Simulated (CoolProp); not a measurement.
Vapour-liquid equilibrium of R13 (1) + isobutane (2) at 224.6 K; x and y are mole fractions of (1).

The numbers come from the multi-fluid Helmholtz-energy mixture model, Platzer 1990 and Bücker 2006; pair parameters Bell 2016 in CoolProp. This equation is an older, rougher fit; its heat capacities, sound speeds and derivatives of the liquid may be far off and weren't checked against measurements.

Task: Give the bubble pressure and the first vapour's composition at x = 0.2, 0.35, 0.65. Is there an azeotrope?

Result: x = 0.2: 0.1523 MPa, y = 0.894; x = 0.35: 0.2206 MPa, y = 0.934; x = 0.65: 0.3188 MPa, y = 0.967. No azeotrope shows between x = 0.05 and 0.95.

The pair parameters rest on a limited set of measurements; away from them the model extrapolates.
